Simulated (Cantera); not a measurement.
A freely propagating, adiabatic, planar premixed flame of 22.3 % H2, 21.0 % O2, 56.8 % N2, unburnt at 675 K and 100.0 Torr; unity-Lewis-number transport, grid criteria slope 0.08 and curve 0.16, no radiation.

Computed with Cantera and the H2/O2 subset of GRI-Mech 3.0, which has no nitrogen chemistry. Unity Lewis numbers drop preferential diffusion, which matters most where H2 and H carry the flame. Burning velocities carry a grid error of a few per cent, more on coarse grids. Lean hydrogen flames are cellular in practice and burn faster than this planar one.

Problem. Predict: laminar burning velocity; thermal thickness; peak x(H2O2); peak x(HO2); peak x(O).

Solution. 
- laminar burning velocity: 446 cm/s
- thermal thickness: 4.09 mm
- peak x(H2O2): 1.54e-6
- peak x(HO2): 4.71e-5
- peak x(O): 0.0256
